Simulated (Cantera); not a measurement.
Feed: 1 mol C3H6, 0.63 mol CO2, 3.2 mol N2, equilibrated at 950 °C and 1 atm.

Method: chemical equilibrium by Gibbs-energy minimisation in Cantera with the NASA 1993 tables (ideal gas, pure condensed phases). Rates play no part.

```json
[
 {"species": "N2", "before": "0.431", "after": "0.662"},
 {"species": "H2", "before": "0.398", "after": "0.237"},
 {"species": "CO", "before": "0.167", "after": "0.0997"},
 {"species": "CO2", "before": "0.000391", "after": "0.000139"},
 {"species": "H2O", "before": "0.00136", "after": "0.000481"},
 {"species": "CH4", "before": "0.00214", "after": "0.000759"},
 {"species": "NH3", "before": "2.87e-5", "after": "1.64e-5"},
 {"species": "HCN", "before": "3.96e-5", "after": "3.79e-5"},
 {"species": "C(graphite), mol", "before": "2.37", "after": "2.37"}
]
```
Gas species are given as mole fractions.

Problem. What was changed between the two runs?
(A) temperature from 950 °C to 1802 °C
(B) N2 from 3.2 to 8.3 mol
(C) temperature from 950 °C to 1900 °C
(D) temperature from 950 °C to 1450 °C

Solution. B, N2 from 3.2 to 8.3 mol
